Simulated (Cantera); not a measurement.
An isothermal plug-flow reactor at 1048 K and 128 Torr (inlet), inlet velocity 0.4 m/s, active area per volume 3100 1/m; feed CH4 : O2 : N2 : H2O = 0.0026 : 0.18 : 0.79 : 0.04 (molar parts), equivalence ratio 0.029.

Computed with Cantera and Deutschmann's 1995 Pt surface mechanism with GRI-Mech 3.0 gas chemistry. Catalytic surfaces can have several steady states; this one follows from the mechanism file's or the stated starting coverage. Mass transfer to the wall is taken as infinitely fast.

x: gas mole fraction; θ: surface coverage.

```
z (m)       x CH4   x O2   x H2O    x CO2      x CO  θ free Pt   θ O*    θ OH*
-------  --------  -----  ------  -------  --------  ---------  -----  -------
0.00092  0.000545  0.174  0.0435  0.00202   4.22e-7      0.322  0.677  0.00154
0.0018   0.000123  0.173  0.0444  0.00244   9.60e-8      0.322  0.677  0.00155
0.0034          …  0.173  0.0446  0.00255         …      0.322  0.677  0.00156
0.0066          …  0.173  0.0446  0.00256  4.51e-10      0.322  0.676  0.00156
0.013     2.93e-9  0.173  0.0446  0.00256  2.78e-10      0.322  0.676  0.00156
0.025    2.58e-11  0.173  0.0446  0.00256  1.65e-10      0.322  0.676  0.00156
0.048      <1e-12  0.173  0.0446  0.00257  6.78e-11      0.322  0.676  0.00156
0.092      <1e-12  0.173  0.0446  0.00257  2.23e-11      0.322  0.676  0.00156
```

Fill in the missing entries.


- 0.0034, x CH4: 8.27e-6
- 0.0034, x CO: 6.98e-9
- 0.0066, x CH4: 6.45e-8
